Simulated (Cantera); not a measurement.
Input: 1 mol SiHCl3, a varied amount of NH3, held at 1325 °C and 0.150 bar.

Method: chemical equilibrium by Gibbs-energy minimisation in Cantera with the NASA 1993 tables (ideal gas, pure condensed phases). Candidate condensed phases: NH4Cl, Si, Si3N4; 28 gas species. The tables' values for SiCl3 are old estimates; treat these amounts as uncertain. Equilibrium is a limit: real reactors are often held back by kinetics, nucleation or transport.

x: gas mole fraction; n: condensed amount in mol.

```
n(NH3) (mol)   x H2   x HCl   x N2     x SiCl2   x SiCl3     x SiCl4  n Si3N4(s)
------------  -----  ------  -----  ----------  --------  ----------  ----------
1.7           0.439   0.352  0.106      0.0676    0.0192      0.0135       0.164
2.9           0.515   0.299  0.139      0.0345   0.00768     0.00423       0.218
4.1           0.562   0.251  0.161      0.0203   0.00362     0.00160       0.249
5.2           0.593   0.216  0.174      0.0135   0.00203    0.000753       0.268
6.4           0.617   0.187  0.185     0.00929   0.00118    0.000371       0.281
7.6           0.634   0.164  0.194     0.00674  0.000740    0.000201       0.290
8.8           0.648   0.146  0.200     0.00509  0.000492    0.000117       0.297
10            0.659   0.131  0.206     0.00398  0.000342     7.29e-5       0.302
11            0.667   0.121  0.209  (withheld)  0.000261  (withheld)       0.305
12            0.673   0.112  0.212     0.00279  0.000203     3.65e-5       0.307
13            0.678   0.104  0.215  (withheld)  0.000161  (withheld)       0.310
15            0.687  0.0916  0.219     0.00179  0.000106     1.54e-5       0.313
```

### Question
What belongs in the gaps?

### Answer

- 13, x SiCl2: 0.00238
- 13, x SiCl4: 2.68e-5
- 11, x SiCl2: 0.00330
- 11, x SiCl4: 5.08e-5
